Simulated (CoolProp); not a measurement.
A single-stage vapour-compression cycle with R1233zd(E): evaporating at 314.15 K (dew point), condensing at 344.15 K (bubble point), superheat 0 K, subcooling 2 K, compressor efficiency 0.85, no pressure losses. Each further row changes one setting.

Values from CoolProp's reference Helmholtz-energy equation of state, Akasaka 2022.

```
case                              cooling COP  pressure ratio  discharge temperature (K)  refrigerating effect (kJ/kg)  volumetric capacity (kJ/m³)
--------------------------------  -----------  --------------  -------------------------  ----------------------------  ---------------------------
as stated                                7.84            2.36                      344.2                           147                         1770
evaporating temperature 319.15 K         9.77            2.02                      344.2                           151                         2100
condensing temperature 339.15 K          9.66            2.07                      339.2                           154                         1850
subcooling 7 K                           8.18            2.36                      344.2                           154                         1850
superheat 10 K                           7.94            2.36                      353.0                           156                         1800
compressor efficiency 0.75               6.92            2.36                      345.7                           147                         1770
```

The compression ends wet for: as stated; evaporating temperature 319.15 K; condensing temperature 339.15 K; subcooling 7 K.
